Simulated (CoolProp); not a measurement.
C2F6 (R116) at 298.15 K and 8.39 MPa is throttled through a valve to 2.61 MPa with no heat exchange. Each further row changes one setting.

The numbers come from the reference Helmholtz-energy equation of state, Lemmon 2006 in CoolProp. It is a short technical equation, of lower accuracy than the large ones.

```tsv
case	temperature change (K)	final phase	final density (kg/m³)
as stated	-11.4	two-phase, vapour fraction 0.111	776
outlet pressure 0.783 MPa	-54.2	two-phase, vapour fraction 0.674	95.4
outlet pressure 3.39 MPa	-6.7	liquid	956
```
